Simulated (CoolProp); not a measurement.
Vapour-liquid equilibrium of cyclohexane (1) + o-xylene (2) at 10.7 kPa; x and y are mole fractions of (1).

Computed with CoolProp (multi-fluid Helmholtz-energy mixture model, Zhou 2014 and Zhou 2012; pair parameters Bell 2016).

```tsv
x	bubble temperature, mixture model (K)	bubble temperature, Raoult's law (K)	y, mixture model	y, Raoult's law
0.05	337.5	341.0	0.411	0.316
0.125	326.0	331.8	0.676	0.580
0.2	318.6	324.9	0.792	0.723
0.275	313.4	319.4	0.853	0.808
0.35	309.5	314.9	0.890	0.863
0.425	306.6	311.1	0.914	0.901
0.5	304.2	307.9	0.932	0.927
0.575	302.2	305.1	0.946	0.947
0.65	300.5	302.6	0.957	0.962
0.725	299.0	300.4	0.967	0.974
0.8	297.6	298.4	0.976	0.983
0.875	296.2	296.6	0.985	0.990
0.95	294.8	294.9	0.994	0.997
```

The largest gap from Raoult's law is -6.3 K in bubble temperature, at x = 0.2. No azeotrope shows between x = 0.05 and 0.95.

Pair parameters are fitted to limited data, so mixtures are less certain than the pure fluids.
